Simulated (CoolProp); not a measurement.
Vapour-liquid equilibrium of propylene (1) + R142b (2) at 0.12 MPa; x and y are mole fractions of (1).

Computed with CoolProp (multi-fluid Helmholtz-energy mixture model, Lemmon 2013 and Lemmon 2006; pair parameters Bell 2016).

Give the bubble temperature and the first vapour's composition at x = 0.2, 0.425, 0.875. Is there an azeotrope?

x = 0.2: 252.7 K, y = 0.572; x = 0.425: 242.2 K, y = 0.803; x = 0.875: 231.5 K, y = 0.967. No azeotrope shows between x = 0.05 and 0.95.

The pair parameters rest on a limited set of measurements; away from them the model extrapolates.
